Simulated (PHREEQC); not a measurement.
KOH is added in steps, without added water, to 1 kg of water holding 0.004 mol ZnSO4 and 0.068 mol NaCl, at 25 °C. Oxygen alone is held at its pressure in air (log pO2 = -0.68). The system is closed to CO2. Only these solids could form: Zn(OH)2-a, Zn4(OH)6SO4, Zn5(OH)8Cl2, Halite, Mirabilite, Goslarite.

Base run: PHREEQC, ion-association model, wateq4f.dat. Each further column changes one thing. The table gives pH.

```csv
KOH added (mol),base,diluted 5-fold with water,diluted 100-fold with water,no solid may form
0,5.74,6.09,6.64,5.74
0.00165,7.00,9.95,11.17,?
0.0033,7.11,11.17,11.47,8.58
0.00495,7.32,?,11.65,8.81
0.0066,10.17,11.63,11.77,9.11
0.00825,10.60,11.75,11.87,10.08
0.0099,11.16,11.85,11.94,10.87
0.0121,11.50,11.94,12.03,11.25
0.01375,11.64,?,12.08,11.42
0.0154,11.75,12.06,12.13,11.56
0.01705,11.84,12.11,12.17,11.66
0.0187,11.91,?,12.21,11.75
0.02035,11.97,12.19,12.24,?
0.022,12.02,12.22,12.27,11.89
```

Q: Fill in the missing entries.

A: 
- 0.00165, no solid may form: 8.31
- 0.00495, diluted 5-fold with water: 11.46
- 0.01375, diluted 5-fold with water: 12.01
- 0.0187, diluted 5-fold with water: 12.15
- 0.02035, no solid may form: 11.83

 In at least one series the solution becomes supersaturated in solids that the run did not let form, among them Zn(OH)2-a, Zn4(OH)6SO4, Zn5(OH)8Cl2.
